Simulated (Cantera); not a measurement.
# Hydrocarbon pyrolysis for carbon deposition

An isothermal, constant-pressure homogeneous reactor starts with 1.06 % CH4, 98.9 % N2, at 1748 K and 1330 Pa.

Detailed kinetics in Cantera: GRI-Mech 3.0 (53 species, 325 reactions). GRI-Mech 3.0 stops at C3 and has no aromatics, soot or wall deposition, so with more carbon than oxygen in the feed, carbon stays in small species such as C2H2 where larger ones or solid carbon would form. Radical loss at walls, strong at low pressure, is not modelled.

| t (s) | x CH4 | x C2H2 | x H | x C2H | x C2H4 | x CH2 | x H2 |
|---|---|---|---|---|---|---|---|
| 0.000200 | 0.0106 | <1e-12 | 3.84e-7 | <1e-12 | 1.72e-12 | 5.67e-12 | 2.27e-7 |
| 0.000493 | 0.0106 | <1e-12 | 5.53e-7 | <1e-12 | 4.43e-11 | 6.13e-11 | 9.52e-7 |
| 0.00121 | 0.0106 | 6.06e-12 | 6.02e-7 | <1e-12 | 9.92e-10 | 4.53e-10 | 3.11e-6 |
| 0.00299 | 0.0106 | 2.85e-10 | 6.09e-7 | <1e-12 | 1.80e-8 | 2.44e-9 | 8.56e-6 |
| 0.00737 | 0.0106 | 1.16e-8 | 6.52e-7 | <1e-12 | 2.85e-7 | 1.18e-8 | 2.24e-5 |
| 0.0182 | 0.0105 | 4.31e-7 | 9.23e-7 | 1.60e-11 | 4.16e-6 | 5.70e-8 | 6.38e-5 |
| 0.0447 | 0.0102 | 1.49e-5 | 2.67e-6 | 8.85e-10 | 5.28e-5 | 2.61e-7 | 0.000279 |
| 0.110 | 0.00858 | 0.000396 | 1.35e-5 | 1.72e-8 | 0.000366 | 8.82e-7 | 0.00216 |
| 0.271 | 0.00433 | 0.00271 | 4.15e-5 | 8.97e-8 | 0.000223 | 1.04e-6 | 0.00873 |
| 0.669 | 0.00144 | 0.00443 | 6.93e-5 | 1.60e-7 | 2.88e-5 | 6.48e-7 | 0.0134 |
| 1.65 | 0.000327 | 0.00505 | 0.000106 | 2.46e-7 | 2.48e-6 | 3.20e-7 | 0.0151 |
| 4.06 | 5.94e-5 | 0.00519 | 0.000146 | 3.40e-7 | 1.68e-7 | 1.11e-7 | 0.0156 |
| 10.0 | 9.14e-6 | 0.00521 | 0.000180 | 4.18e-7 | 4.13e-8 | 2.61e-8 | 0.0156 |
x: mole fraction; the columns are a selection and need not sum to one.

Equilibrium at this temperature and pressure: CH4 3.77e-8, C2H2 0.000284, H 0.000249, C2H 3.16e-8, C2H4 1.99e-9, CH2 2.09e-10, H2 0.0156 (gas phase only).
